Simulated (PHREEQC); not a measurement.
A column of 0.2 m (30 cells, dispersivity 0.007 m, 3600 s a shift, diffusion coefficient 3e-10 m²/s) holds 0.0038 eq of the database's cation exchanger X per kg of pore water, first in equilibrium with 0.0099 mol/kgw KCl, 0.00053 mol/kgw NaCl and 1e-05 mol/kgw HCl. It is flushed with 1.3 mmol/kgw KBr, 5.1 mmol/kgw MnCl2 and 0.01 mmol/kgw HCl, at 40 °C. Values are for the last cell. The system is closed to CO2. Precipitation was switched off in this run.

The series has 31 steps of pore volumes, from 0 to 3.017.

The numbers come from PHREEQC with the ion-association model, phreeqc.dat.

### Question
After how many pore volumes does Mn at the outlet first reach half of its feed value?

### Answer
By 1.3 pore volumes.

### Question
After how many pore volumes does Br at the outlet first reach half of its feed value?

### Answer
By 1.0 pore volumes.

At this temperature some constants are extrapolated from 25 °C, and those without enthalpy data are left unchanged.
